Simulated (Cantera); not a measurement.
Feed: 1 mol Si2Cl6, 0.031 mol Cl2, 250 mol H2, held at 1.00 Torr.

Method: chemical equilibrium by Gibbs-energy minimisation in Cantera with the NASA 1993 tables (ideal gas, pure condensed phases). Candidate condensed phases: Si; 19 gas species. The feed counts by its element totals alone. The tables' values for SiCl, SiCl3 are old estimates; treat these amounts as uncertain. Gases not in the tables: Si2H6 and higher silanes. Equilibrium is a limit: real reactors are often held back by kinetics, nucleation or transport.

log p: log10 of the partial pressure in bar; n: condensed amount in mol.

```json
[
 {"T (K)": "898", "log p H2": "-2.88", "log p HCl": "-4.88", "log p H": "-11.40", "log p SiCl4": "-5.42", "log p Si": "<-14", "n Si(s)": "1.03", "n Si(l)": "0"},
 {"T (K)": "998", "log p H2": "-2.88", "log p HCl": "-4.61", "log p H": "-10.11", "log p SiCl4": "-5.98", "log p Si": "<-14", "n Si(s)": "1.54", "n Si(l)": "0"},
 {"T (K)": "1098", "log p H2": "-2.89", "log p HCl": "-4.54", "log p H": "[?]", "log p SiCl4": "[?]", "log p Si": "[?]", "n Si(s)": "1.71", "n Si(l)": "0"},
 {"T (K)": "1198", "log p H2": "-2.89", "log p HCl": "-4.54", "log p H": "-8.16", "log p SiCl4": "-8.15", "log p Si": "-11.89", "n Si(s)": "1.71", "n Si(l)": "0"},
 {"T (K)": "1298", "log p H2": "-2.89", "log p HCl": "-4.54", "log p H": "-7.41", "log p SiCl4": "-9.10", "log p Si": "-10.39", "n Si(s)": "1.68", "n Si(l)": "0"},
 {"T (K)": "1398", "log p H2": "-2.89", "log p HCl": "-4.55", "log p H": "-6.77", "log p SiCl4": "-9.92", "log p Si": "-9.11", "n Si(s)": "1.65", "n Si(l)": "0"},
 {"T (K)": "1498", "log p H2": "-2.89", "log p HCl": "-4.55", "log p H": "-6.21", "log p SiCl4": "-10.62", "log p Si": "-8.00", "n Si(s)": "1.63", "n Si(l)": "0"},
 {"T (K)": "1598", "log p H2": "-2.89", "log p HCl": "-4.56", "log p H": "[?]", "log p SiCl4": "[?]", "log p Si": "[?]", "n Si(s)": "1.59", "n Si(l)": "0"},
 {"T (K)": "1698", "log p H2": "-2.89", "log p HCl": "-4.56", "log p H": "-5.28", "log p SiCl4": "-11.80", "log p Si": "-6.18", "n Si(s)": "0", "n Si(l)": "1.45"},
 {"T (K)": "1798", "log p H2": "-2.89", "log p HCl": "-4.56", "log p H": "-4.90", "log p SiCl4": "-12.34", "log p Si": "-5.51", "n Si(s)": "0", "n Si(l)": "0.978"}
]
```

Question: Fill in the missing entries.

Answer: 
- 1598, log p H: -5.72
- 1598, log p SiCl4: -11.24
- 1598, log p Si: -7.03
- 1098, log p H: -9.05
- 1098, log p SiCl4: -7.05
- 1098, log p Si: -13.66
